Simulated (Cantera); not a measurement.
Feed: 1 mol MgO, 2.2 mol SO3, 0.064 mol CO2, equilibrated at 1273 K.

Method: chemical equilibrium by Gibbs-energy minimisation in Cantera with the NASA 1993 tables (ideal gas, pure condensed phases). Candidate condensed phases: C, Mg, MgCO3, MgO, MgS, MgSO4, S; 26 gas species. Rates play no part.

Q: At 2000000 Pa, list the 4 most abundant gas species with their mole fractions, and the condensed phases.

A: SO2 0.524, O2 0.262, SO3 0.177, CO2 0.0374. Condensed: MgSO4(s).
